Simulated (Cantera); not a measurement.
Input: 1 mol BN, 9.3 mol NF3, 5.1 mol H2, equilibrated at 900 K and 13.3 mbar.

Method: chemical equilibrium by Gibbs-energy minimisation in Cantera with the NASA 1993 tables (ideal gas, pure condensed phases). Candidate condensed phases: B, BN; 31 gas species. Kinetics and transport are ignored.

Base state: HF 0.402, F2 0.221, N2 0.202, F 0.133, BF3 0.0394, NF3 0.00144 (mole fractions); condensed: gas only.

### Question
What changes in the equilibrium state with this change: H2 from 5.1 to 100 mol?

### Answer
```json
[
 {"species": "H2", "before": "<1e-9", "after": "0.738"},
 {"species": "HF", "before": "0.402", "after": "0.210"},
 {"species": "N2", "before": "0.202", "after": "0.0434"},
 {"species": "F2", "before": "0.221", "after": "<1e-9"},
 {"species": "F", "before": "0.133", "after": "<1e-9"},
 {"species": "BF3", "before": "0.0394", "after": "0.00843"},
 {"species": "NF3", "before": "0.00144", "after": "<1e-9"}
]
```
